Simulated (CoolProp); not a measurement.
R22 at 293.15 K and 0.767 MPa flows at 1.9 m/s in a round tube of 100 mm bore and 0.25 µm roughness, fully developed (64/Re and Nu = 3.66 if laminar; Colebrook and Gnielinski if turbulent). Each further row changes one setting.

Values from CoolProp's reference Helmholtz-energy equation of state, Kamei 1995.

```tsv
case	Reynolds number	Darcy friction factor	pressure drop (Pa/m)	heat-transfer coefficient (W/(m² K))	mass flow (kg/h)
as stated	437000	0.0135	…	81.3	…
velocity 3.8 m/s	873000	0.0120	27.1	144	3370
diameter 200 mm	873000	0.0119	…	…	6730
```

### Question
Fill in the missing entries.

### Answer

- as stated, pressure drop (Pa/m): 7.65
- as stated, mass flow (kg/h): 1680
- diameter 200 mm, pressure drop (Pa/m): 3.38
- diameter 200 mm, heat-transfer coefficient (W/(m² K)): 71.8

Viscosity comes from a separate model (Bell 2016), an estimate that may be off by 10 % or more. Thermal conductivity comes from a separate model (McLinden 2000), an estimate that may be off by 10 % or more.
